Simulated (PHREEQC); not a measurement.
A solution holds 0.44 mol/kgw MgSO4, 0.18 mol/kgw K2SO4 and 0.9 mol/kgw MgCl2, at 30 °C and 500 atm. Closed to the air; pH follows from the charge balance.

Equilibrium calculation in PHREEQC: Pitzer model, pitzer.dat.

No solid was allowed to form.

### Question
What activity of water does the model give?

### Answer
activity of water 0.926.

Under pressure, the constants of complexes without a molar volume in the database are unreliable.
